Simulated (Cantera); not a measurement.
A perfectly stirred reactor is fed with 14.6 % CH4, 19.4 % O2, 48.5 % N2, 17.5 % H2O, equivalence ratio 1.5, at 2700 Torr; it is adiabatic with a 425 K inlet, and is followed from long to short residence time, starting on the burning branch (τ in s: 0.044, 0.024, 0.013, 0.0073, 0.004, 0.0022, 0.0012, 0.00068, 0.00037, 0.00021, 0.00011, 6.3e-05).

Detailed kinetics in Cantera: GRI-Mech 3.0 (53 species, 325 reactions).

**Question.** Predict: blow-out, bracketed by the residence times tried; x(CH4) at τ = 44.0 ms; x(O2) at τ = 44.0 ms; x(H2O) at τ = 44.0 ms; x(H2) at τ = 44.0 ms; x(CO2) at τ = 44.0 ms; x(CH4) at τ = 1.20 ms; x(O2) at τ = 1.20 ms; x(H2O) at τ = 1.20 ms; x(H2) at τ = 1.20 ms; x(CO2) at τ = 1.20 ms.

**Answer.** 
```json
{
  "blow_out_bracketed_by_the_residence_times_tried": "burning at 0.370 ms, out at 0.210 ms",
  "x(CH4) at τ = 44.0 ms": "0.00151",
  "x(O2) at τ = 44.0 ms": "0.000200",
  "x(H2O) at τ = 44.0 ms": "0.327",
  "x(H2) at τ = 44.0 ms": "0.0952",
  "x(CO2) at τ = 44.0 ms": "0.0553",
  "x(CH4) at τ = 1.20 ms": "0.00771",
  "x(O2) at τ = 1.20 ms": "0.00483",
  "x(H2O) at τ = 1.20 ms": "0.340",
  "x(H2) at τ = 1.20 ms": "0.0717",
  "x(CO2) at τ = 1.20 ms": "0.0531"
}
```
